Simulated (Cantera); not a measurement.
Feed: 1 mol Si3N4, 1.8 mol N2O, 380 mol N2, at 0.00900 Torr.

Cantera equilibrium calculation (NASA polynomials, part measured and part estimated; ideal gas, pure solids and liquids). Candidate condensed phases: Si, SiO2, Si2N2O, Si3N4; 16 gas species. Mutual solubility and eutectic melting of coexisting phases are not modelled. The tables hold silica as quartz up to 1696 K and as liquid above; real silica turns to tridymite and cristobalite and melts near 1996 K. Equilibrium is a limit: real reactors are often held back by kinetics, nucleation or transport.

Problem. What share of the Si ends up in condensed phases as a function of T (°C), at 750, 800, 850, 900, 950, 1000, 1050, 1100, 1150, 1200, 1250, 1300, 1350?

Solution. 
| T (°C) | Si condensed (%) | as |
|---|---|---|
| 750 | 100.0 | SiO2(β-quartz) + Si2N2O(s) |
| 800 | 100.0 | SiO2(β-quartz) + Si2N2O(s) |
| 850 | 99.9 | SiO2(β-quartz) + Si2N2O(s) |
| 900 | 98.7 | SiO2(β-quartz) + Si2N2O(s) |
| 950 | 89.1 | SiO2(β-quartz) + Si2N2O(s) |
| 1000 | 80.0 | Si2N2O(s) |
| 1050 | 80.0 | Si2N2O(s) |
| 1100 | 79.7 | Si2N2O(s) |
| 1150 | 38.6 | Si3N4(s) |
| 1200 | 34.0 | Si(s) |
| 1250 | 20.3 | Si(s) |
| 1300 | 0.0 | - |
| 1350 | 0.0 | - |
